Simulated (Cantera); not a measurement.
An isothermal, constant-pressure homogeneous reactor starts with CO : O₂ : H₂O : N₂ = 0.02 : 0.038 : 0.007 : 1 (molar parts), equivalence ratio 0.26, at 1400 K and 0.132 atm. Integrator tolerance rtol = 1e-08.

Model: GRI-Mech 3.0 (53 species, 325 reactions), integrated in Cantera.

Q: What does this change do: temperature 1400 to 1250 K?

A: 
```tsv
quantity	before	after
x(CO) at 20.0 s	3.15e-7 (gas-phase equilibrium 3.15e-7)	2.51e-8 (gas-phase equilibrium 1.73e-8)
x(O₂) at 20.0 s	0.0265 (gas-phase equilibrium 0.0264)	0.0265 (gas-phase equilibrium 0.0265)
x(H₂O) at 20.0 s	0.00663 (gas-phase equilibrium 0.00663)	0.00663 (gas-phase equilibrium 0.00663)
x(NO) at 20.0 s	5.61e-6 (gas-phase equilibrium 0.000283)	2.34e-6 (gas-phase equilibrium 0.000110)
x(OH) at 20.0 s	7.85e-6 (gas-phase equilibrium 7.84e-6)	1.72e-6 (gas-phase equilibrium 1.46e-6)
x(NO₂) at 20.0 s	5.39e-9 (gas-phase equilibrium 2.71e-7)	3.73e-9 (gas-phase equilibrium 1.92e-7)
```

Q: What does this change do: O2 0.038 to 0.012 parts?

A: 
```csv
quantity,before,after
x(CO) at 20.0 s,3.15e-7 (gas-phase equilibrium 3.15e-7),4.32e-6 (gas-phase equilibrium 1.20e-6)
x(O₂) at 20.0 s,0.0265 (gas-phase equilibrium 0.0264),0.00194 (gas-phase equilibrium 0.00190)
x(H₂O) at 20.0 s,0.00663 (gas-phase equilibrium 0.00663),0.00680 (gas-phase equilibrium 0.00680)
x(NO) at 20.0 s,5.61e-6 (gas-phase equilibrium 0.000283),1.00e-5 (gas-phase equilibrium 7.70e-5)
x(OH) at 20.0 s,7.85e-6 (gas-phase equilibrium 7.84e-6),7.76e-6 (gas-phase equilibrium 4.11e-6)
x(NO₂) at 20.0 s,5.39e-9 (gas-phase equilibrium 2.71e-7),3.23e-9 (gas-phase equilibrium 1.98e-8)
```
